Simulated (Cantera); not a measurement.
Feed: 1 mol Ca(OH)₂, 0.046 mol C, 0.27 mol H₂O, held at 1950 K and 8.70 bar.

Equilibrium computed with Cantera from the NASA thermochemical tables; the gas is ideal and each condensed phase is pure. Candidate condensed phases: C, C₆H₆, C₇H₈, C₈H₁₈, Ca, CaCO₃, CaO, Ca(OH)₂, H₂O; 115 gas species. Equilibrium is a limit: real reactors are often held back by kinetics, nucleation or transport.

Base state: H₂O 0.903, H₂ 0.0618, CO₂ 0.0269, CO 0.00809, OH 0.000128, H 9.66e-5, Ca(OH)₂ 6.18e-5 (mole fractions); condensed: CaO(s).

Problem. What changes in the equilibrium state with this change: temperature from 1950 K to 798 K?

Solution. 
```tsv
species	before	after
H₂O	0.903	0.712
H₂	0.0618	0.286
CH₄	<1e-9	0.00154
CO₂	0.0269	0.000193
Ca(OH)₂	6.18e-5	<1e-9
OH	0.000128	<1e-9
H	9.66e-5	<1e-9
CaO(s), mol	1.000	0
CaCO₃(calcite), mol	0	0.0454
Ca(OH)₂(s), mol	0	0.955
```

Problem. What changes in the equilibrium state with this change: C from 0.046 to 0.93 mol?

Solution. 
| species | before | after |
|---|---|---|
| H₂ | 0.0618 | 0.448 |
| CO | 0.00809 | 0.397 |
| H₂O | 0.903 | 0.129 |
| CO₂ | 0.0269 | 0.0259 |
| Ca(OH)₂ | 6.18e-5 | 8.80e-6 |
| OH | 0.000128 | 6.78e-6 |
| H | 9.66e-5 | 0.000260 |
| CaO(s), mol | 1.000 | 1.000 |
